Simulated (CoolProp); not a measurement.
A Linde-Hampson liquefier for CF4 (R14): isothermal reversible compression at 290 K from 1 atm to 25 MPa, throttling to 1 atm, return gas leaving the recuperator 2 K below the feed. Each further row changes one setting.

Model: reference Helmholtz-energy equation of state, Platzer 1990, in CoolProp. This equation is an older, rougher fit; its heat capacities, sound speeds and derivatives of the liquid may be far off and weren't checked against measurements.

```csv
case,liquid yield per pass,compression work (kJ/kg of gas)
as stated,(withheld),133
high pressure 50 MPa,(withheld),155
warm-end temperature 320 K,0.237,(withheld)
warm-end gap 7 K,0.297,133
```

**Question.** What belongs in the gaps?

**Answer.** 
- as stated, liquid yield per pass: 0.309
- high pressure 50 MPa, liquid yield per pass: 0.306
- warm-end temperature 320 K, compression work (kJ/kg of gas): 154
